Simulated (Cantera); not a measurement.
## Silicon oxide and oxynitride deposition: SiH2Cl2 + NO + N2

Charge: 1 mol SiH2Cl2, 3.6 mol NO, 9 mol N2, equilibrated at 27000 Pa.

Cantera equilibrium calculation (NASA polynomials, part measured and part estimated; ideal gas, pure solids and liquids). Candidate condensed phases: H2O, NH4Cl, Si, SiO2, Si2N2O, Si3N4; 47 gas species. The tables hold silica as quartz up to 1696 K and as liquid above; real silica turns to tridymite and cristobalite and melts near 1996 K. Equilibrium is a limit: real reactors are often held back by kinetics, nucleation or transport.

From 673 K to 773 K the condensed part is SiO2(α-quartz). From 873 K to 1673 K the condensed part is SiO2(β-quartz). From 1773 K to 1973 K the condensed part is SiO2(condensed).

```tsv
T (K)	log p N2	log p HCl	log p O2	log p H2O	log p Cl2	log p Cl	log p NO	log p OH	n SiO2(α-quartz)	n SiO2(β-quartz)	n SiO2(condensed)
673	-0.66	-1.87	-2.02	-1.87	-1.87	-7.48	-7.77	-11.82	1.00	0	0
773	-0.66	-1.71	-1.96	-1.98	-1.98	-6.30	-6.83	-10.24	1.00	0	0
873	-0.66	-1.61	-1.92	-2.10	-2.10	-5.40	-6.10	-9.03	0	1.00	0
973	-0.66	-1.55	-1.89	-2.22	-2.22	-4.70	-5.52	-8.09	0	1.00	0
1073	-0.66	-1.52	-1.87	-2.32	-2.32	-4.13	-5.05	-7.32	0	1.00	0
1173	-0.67	-1.49	-1.85	-2.41	-2.42	-3.66	-4.67	-6.69	0	1.00	0
1273	-0.67	-1.48	-1.84	-2.49	-2.52	-3.27	-4.35	-6.15	0	1.00	0
1373	-0.67	-1.47	-1.84	-2.54	-2.63	-2.95	-4.07	-5.69	0	1.00	0
1473	-0.67	-1.47	-1.84	-2.56	-2.76	-2.69	-3.83	-5.28	0	1.00	0
1573	-0.67	-1.47	-1.84	-2.55	-2.92	-2.49	-3.63	-4.91	0	1.00	0
1673	-0.67	-1.48	-1.85	-2.50	-3.10	-2.33	-3.45	-4.57	0	1.00	0
1773	-0.67	-1.49	-1.86	-2.44	-3.30	-2.21	-3.30	-4.25	0	0	1.00
1873	-0.67	-1.51	-1.88	-2.38	-3.50	-2.11	-3.16	-3.97	0	0	1.000
1973	-0.67	-1.53	-1.89	-2.32	-3.70	-2.03	-3.04	-3.71	0	0	1.000
```
log p: log10 of the partial pressure in bar; n: condensed amount in mol.
